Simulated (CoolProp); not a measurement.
Properties of dimethyl ether along the isobar 4.17 MPa (Tc = 400.4 K, pc = 5.337 MPa, ω = 0.196).

Values from CoolProp's reference Helmholtz-energy equation of state, Wu 2011.

```csv
T (K),phase,isothermal compressibility (1/MPa),expansivity (1/kK),viscosity (µPa s)
204.5,liquid,0.0009187,1.557,413
236.3,liquid,0.001284,1.720,249
268,liquid,0.001864,1.965,173
299.8,liquid,0.002900,2.356,130
331.6,liquid,0.005152,3.084,99.4
363.3,liquid,0.01287,5.091,72.7
395.1,gas,0.5211,14.52,14.6
426.9,gas,0.3447,6.240,15.2
458.6,gas,0.3022,4.319,16.0
490.4,gas,0.2823,3.413,17.1
```

Viscosity comes from a separate model (Meng 2012).
